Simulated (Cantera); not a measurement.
What does this Cantera script print?

```python
import numpy as np
import cantera as ct

gas_names = [...]  # 110 gases of nasa_gas.yaml made of C, H, O
cond_names = """
    C(gr) C6H6(L) C7H8(L) C8H18(L),n-octa H2O(s) H2O(L)
""".split()


# ... load() reads the species with a 1 bar reference pressure and builds the phases ...
atoms = {
    'C6H6': {'C': 6, 'H': 6},
    'H2O': {'H': 2, 'O': 1},
}
top_T = {'C(gr)': 4500}  # K; cautious upper limits of use, not melting points


# ... equilibrate(T, P, feed) seeds the gas with the atoms and calls Mixture.equilibrate('TP', solver="vcs", rtol=1e-11, max_steps=5000) ...
results = []
feed = {'C6H6': 1, 'H2O': 0.064}  # mol
T = 1950  # K
for P in [10, 46, 220, 1000, 4600, 22000, 100000, 460000, 2200000, 10000000]:
    mix = equilibrate(T, P, feed)
    results.append((T, P, feed, dict(zip(mix.species_names, mix.species_moles))))

top = {s: max(r[3][s] / sum(r[3][g] for g in gas_names) for r in results) for s in gas_names}
cols = sorted((s for s in top if top[s] > 0.0001), key=lambda s: -top[s])[:8]
seen = [c for c in cond_names if any(r[3].get(c, 0) > 1e-12 for r in results)]
print("log10 of partial pressures in bar; condensed amounts in mol")
print(f"{'P/Pa':>10s}" + "".join(f"{s[:9]:>10s}" for s in cols + seen))
for T, P, feed, n in results:
    ng = sum(n[g] for g in gas_names)
    print(f"{P:10.4g}" + "".join(f"{np.log10(max(n[s] / ng * P / 1e5, 1e-99)):10.3f}" for s in cols)
          + "".join(f"{n.get(c, 0):10.4g}" for c in seen))
```

Output:

```
log10 of partial pressures in bar; condensed amounts in mol
      P/Pa        H2         H       CH4        CO C2H2,acet      C2H4       H2O       CH3     C(gr)
        10    -4.059    -4.970   -11.431    -5.713    -7.321   -13.427   -13.614   -11.043     5.933
        46    -3.370    -4.626   -10.052    -5.038    -6.632   -12.049   -12.250   -10.009     5.933
       220    -2.677    -4.279    -8.668    -4.352    -5.940   -10.664   -10.872    -8.970     5.933
      1000    -2.014    -3.948    -7.341    -3.692    -5.277    -9.338    -9.548    -7.975     5.933
      4600    -1.349    -3.615    -6.010    -3.027    -4.611    -8.007    -8.219    -6.977     5.933
   2.2e+04    -0.668    -3.275    -4.649    -2.347    -3.930    -6.645    -6.857    -5.956     5.932
     1e+05    -0.010    -2.946    -3.333    -1.689    -3.272    -5.329    -5.541    -4.969     5.931
   4.6e+05     0.652    -2.615    -2.008    -1.026    -2.610    -4.005    -4.216    -3.976     5.926
   2.2e+06     1.328    -2.276    -0.656    -0.344    -1.934    -2.652    -2.857    -2.962     5.901
     1e+07     1.971    -1.955     0.629     0.323    -1.292    -1.368    -1.548    -1.998     5.803
```

Equilibrium computed with Cantera from the NASA thermochemical tables; the gas is ideal and each condensed phase is pure. The ideal-gas law is rough above about 30 bar.
